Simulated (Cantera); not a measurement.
A diamond (100) surface in a fixed gas of H2 with x(CH4) = 0.014, x(CH3) = 1.6e-05, at 1200 K, 0.0190 bar; coverages are run to steady state.

Detailed kinetics in Cantera: the Harris–Goodwin 1993 mechanism for the reconstructed diamond (100) surface.

One state of this run: growth (µm/h) = 0.236; θ c6HH = 0.437; θ c6H* = 0.0388; θ c6*H = 0.493; θ c6** = 0.0313; θ c6HM = 3.81e-5. θ: site fractions in the mechanism's names (c6HH fully hydrogenated, c6H* and c6*H radical sites, c6** diradical, c6HM methylated).

### Question
Which value of x(H) does it belong to?
(A) 0.075
(B) 0.011
(C) 0.00066
(D) 0.00026

### Answer
A, 0.075
